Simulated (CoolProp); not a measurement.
R410A at 241.21 K and 0.171 MPa is compressed adiabatically to 0.299 MPa with isentropic efficiency 0.6. Each further row changes one setting.

Computed with CoolProp (reference Helmholtz-energy equation of state, Lemmon 2003). It is a pseudo-pure fit of the blend.

```
case             work (kJ/kg)  final temperature (K)  final density (kg/m³)
---------------  ------------  ---------------------  ---------------------
as stated                25.4                  275.8                  10.00
efficiency 1             15.2                  264.0                   10.6
efficiency 0.65          23.4                  273.6                   10.1
```
